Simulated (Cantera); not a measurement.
Input (Python, Cantera) and output of one run.

```python
import numpy as np
import cantera as ct

gas_names = [...]  # 110 gases of nasa_gas.yaml made of C, H, O
cond_names = """
    C(gr) C6H6(L) C7H8(L) C8H18(L),n-octa H2O(s) H2O(L)
""".split()


# ... load() reads the species with a 1 bar reference pressure and builds the phases ...
atoms = {
    'C': {'C': 1},
    'H2O': {'H': 2, 'O': 1},
}
top_T = {'C(gr)': 4500}  # K; cautious upper limits of use, not melting points


# ... equilibrate(T, P, feed) seeds the gas with the atoms and calls Mixture.equilibrate('TP', solver="vcs", rtol=1e-11, max_steps=5000) ...
results = []
feed = {'C': 1, 'H2O': 0.078}  # mol
P = 180  # Pa
for T in [1973, 2123, 2273, 2423, 2573, 2723, 2873]:
    mix = equilibrate(T, P, feed)
    results.append((T, P, feed, dict(zip(mix.species_names, mix.species_moles))))

top = {s: max(r[3][s] / sum(r[3][g] for g in gas_names) for r in results) for s in gas_names}
cols = sorted((s for s in top if top[s] > 1e-05), key=lambda s: -top[s])[:7]
seen = [c for c in cond_names if any(r[3].get(c, 0) > 1e-12 for r in results)]
print("log10 of partial pressures in bar; condensed amounts in mol")
print(f"{'T/K':>10s}" + "".join(f"{s[:9]:>10s}" for s in cols + seen))
for T, P, feed, n in results:
    ng = sum(n[g] for g in gas_names)
    print(f"{T:10.4g}" + "".join(f"{np.log10(max(n[s] / ng * P / 1e5, 1e-99)):10.3f}" for s in cols)
          + "".join(f"{n.get(c, 0):10.4g}" for c in seen))
```

It prints:

```
log10 of partial pressures in bar; condensed amounts in mol
       T/K         H        CO        H2        C3         C        C2       C2H     C(gr)
      1973    -4.400    -3.051    -3.061   -10.850   -10.773   -11.925    -9.362    0.9219
      2123    -3.988    -3.058    -3.085    -9.320    -9.433   -10.384    -8.326    0.9218
      2273    -3.645    -3.074    -3.138    -7.996    -8.270    -9.050    -7.444    0.9215
      2423    -3.371    -3.100    -3.240    -6.841    -7.253    -7.883    -6.700     0.921
      2573    -3.171    -3.137    -3.413    -5.825    -6.355    -6.854    -6.085      0.92
      2723    -3.046    -3.176    -3.677    -4.924    -5.557    -5.941    -5.594    0.9153
      2873    -2.999    -3.223    -4.042    -4.121    -4.843    -5.125    -5.220    0.8853
```

Cantera equilibrium calculation (NASA polynomials, part measured and part estimated; ideal gas, pure solids and liquids).
